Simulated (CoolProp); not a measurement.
Vapour pressure (kPa) of oxygen: the reference equation beside estimates from Tc = 154.6 K, pc = 5046 kPa, ω = 0.022. Clausius-Clapeyron is anchored at 131.5 K with a constant enthalpy of vaporisation of 4.784 kJ/mol.

Values from CoolProp's reference Helmholtz-energy equation of state, Schmidt 1985.

```
T (K)  reference  Clausius-Clapeyron  van der Waals
-----  ---------  ------------------  -------------
123.5       1245                1418           1922
125.5       1387                1528           2069
127.5       1541                1642           2224
129.5       1706                1760           2385
131.5       1883                1883           2554
133.5       2074                2011           2729
135.5       2277                2143           2913
137.6       2506                2286           3113
139.6       2739                2428           3311
141.6       2988                2573           3517
143.6       3252                2723           3731
145.6       3534                2877           3952
147.6       3834                3035           4182
149.6       4152                3198           4419
151.7       4510                3373           4676
```

Absolute difference from the reference over all 15 rows, mean and median: Clausius-Clapeyron 12.0 and 11.4 %, van der Waals 26.1 and 24.2 %.
